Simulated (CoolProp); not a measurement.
Vapour-liquid equilibrium of hexamethyldisiloxane (MM) (1) + toluene (2) at 438 kPa; x and y are mole fractions of (1).

The numbers come from the multi-fluid Helmholtz-energy mixture model, Thol 2016 and Lemmon 2006; pair parameters Bell 2016 in CoolProp.

### Question
Give the bubble temperature and the first vapour's composition at x = 0.25, 0.35, 0.45. Is there an azeotrope?

### Answer
x = 0.25: 440.1 K, y = 0.305; x = 0.35: 438.6 K, y = 0.409; x = 0.45: 437.3 K, y = 0.505. No azeotrope shows between x = 0.05 and 0.95.

Pair parameters are fitted to limited data, so mixtures are less certain than the pure fluids.
